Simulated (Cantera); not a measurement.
A perfectly stirred reactor is fed with CH₄ : CO : O₂ : N₂ : CO₂ = 1 : 0.25 : 2.66 : 23.6 : 0.73 (molar parts), equivalence ratio 0.80, at 750 Torr; it is adiabatic with a 575 K inlet, and is followed from long to short residence time, starting on the burning branch (τ in s: 0.046, 0.022, 0.01, 0.0048, 0.0023, 0.0011, 0.0005, 0.00023, 0.00011, 5.2e-05, 2.4e-05, 1.1e-05, 5.4e-06).

Cantera simulation using GRI-Mech 3.0 (53 species, 325 reactions); the numbers are that mechanism's predictions, not measurements.

Predict: blow-out, bracketed by the residence times tried; x(CH₄) at τ = 46.0 ms; x(CO) at τ = 46.0 ms; x(O₂) at τ = 46.0 ms; x(H₂O) at τ = 46.0 ms; x(CH₂) at τ = 46.0 ms; x(CH₄) at τ = 0.500 ms; x(CO) at τ = 0.500 ms; x(O₂) at τ = 0.500 ms.


* **blow-out, bracketed by the residence times tried**: burning at 2.30 ms, out at 1.10 ms
* **x(CH₄) at τ = 46.0 ms**: 4.32e-5
* **x(CO) at τ = 46.0 ms**: 0.00127
* **x(O₂) at τ = 46.0 ms**: 0.0197
* **x(H₂O) at τ = 46.0 ms**: 0.0704
* **x(CH₂) at τ = 46.0 ms**: 1.46e-7
* **x(CH₄) at τ = 0.500 ms**: 0.0354
* **x(CO) at τ = 0.500 ms**: 0.00885
* **x(O₂) at τ = 0.500 ms**: 0.0942
